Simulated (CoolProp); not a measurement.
Dimethyl carbonate at 429.66 K and 0.0333 MPa is throttled through a valve to 0.00389 MPa with no heat exchange. Each further row changes one setting.

The numbers come from the reference Helmholtz-energy equation of state, Zhou 2011 in CoolProp.

```
case                         final density (kg/m³)
---------------------------  ---------------------
as stated                                   0.0982
outlet pressure 0.00117 MPa                 0.0295
outlet pressure 0.00506 MPa                  0.128
```
